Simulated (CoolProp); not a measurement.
Properties of isobutane along the isobar 1.76 MPa.

Model: reference Helmholtz-energy equation of state, Bücker 2006, in CoolProp.

```csv
T (K),phase,Z,Joule-Thomson coefficient (K/MPa),expansivity (1/kK),Prandtl number
211.4,liquid,0.08984,-0.5207,1.531,7.39
230.6,liquid,0.08489,-0.4788,1.625,6.15
249.8,liquid,0.08094,-0.4298,1.742,5.32
269,liquid,0.07783,-0.3708,1.894,4.73
288.2,liquid,0.07547,-0.2971,2.097,4.31
307.5,liquid,0.07385,-0.1992,2.384,4.00
326.7,liquid,0.07304,-0.05975,2.814,3.76
345.9,liquid,0.07328,0.1662,3.548,3.57
365.1,liquid,0.07529,0.6293,5.163,3.43
384.3,gas,0.7538,14.34,6.584,0.897
403.5,gas,0.8017,11.20,5.075,0.842
422.8,gas,0.8363,9.135,4.221,0.810
442,gas,0.8626,7.663,3.664,0.789
461.2,gas,0.8834,6.551,3.264,0.774
480.4,gas,0.9002,5.681,2.960,0.762
```

Viscosity comes from a separate model (Vogel 2000). Thermal conductivity comes from a separate model (Perkins 2002).
